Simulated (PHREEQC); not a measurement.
**Silver or lead bath**

Dissolve 0.023 mol Pb(NO3)2, 0.0023 mol NaNO3 and 0.00012 mol Na2SO4 per kg of water at 25 °C. Closed to the air; pH follows from the charge balance.

Model: ion-association model, phreeqc.dat, run in PHREEQC.

Each row changes one thing in this solution. No solid was allowed to form.

| case | pH | ionic strength (mol/kgw) | NO3- (mol/kgw) | Pb+2 (mol/kgw) | PbNO3+ (mol/kgw) | PbOH+ (mol/kgw) | SI of Pb(OH)2 (Pb(OH)2) |
|---|---|---|---|---|---|---|---|
| as made | 4.76 | 0.0616 | 0.0434 | 0.0180 | 0.00486 | 1.06e-5 | -0.75 |
| NaNO3 from 0.0023 to 0.023 mol/kgw | 4.79 | 0.0800 | 0.0630 | 0.0169 | 0.00605 | 1.01e-5 | -0.75 |
| Na2SO4 from 0.00012 to 0.0012 mol/kgw | 4.77 | 0.0624 | 0.0436 | 0.0175 | 0.00471 | 1.06e-5 | -0.73 |
| Na2SO4 left out | 4.76 | 0.0616 | 0.0434 | 0.0181 | 0.00487 | 1.07e-5 | -0.75 |
| 0.00024 mol/kgw HNO3 added | 3.69 | 0.0618 | 0.0437 | 0.0180 | 0.00488 | (withheld) | -2.88 |
| NaNO3 from 0.0023 to 0.00115 mol/kgw | 4.76 | 0.0606 | 0.0424 | 0.0181 | (withheld) | 1.07e-5 | -0.75 |
| NaNO3 left out | 4.75 | (withheld) | 0.0413 | (withheld) | 0.00470 | 1.07e-5 | -0.75 |
| diluted 2-fold with water | 4.92 | 0.0324 | 0.0225 | 0.00980 | 0.00165 | 9.64e-6 | -0.61 |

**Question.** What belongs in the gaps?

**Answer.** 
- 0.00024 mol/kgw HNO3 added, PbOH+ (mol/kgw): 9.12e-7
- NaNO3 from 0.0023 to 0.00115 mol/kgw, PbNO3+ (mol/kgw): 0.00478
- NaNO3 left out, ionic strength (mol/kgw): 0.0596
- NaNO3 left out, Pb+2 (mol/kgw): 0.0182

Species that the database lacks are ignored. Some of these states are supersaturated (in Anglesite, for instance).
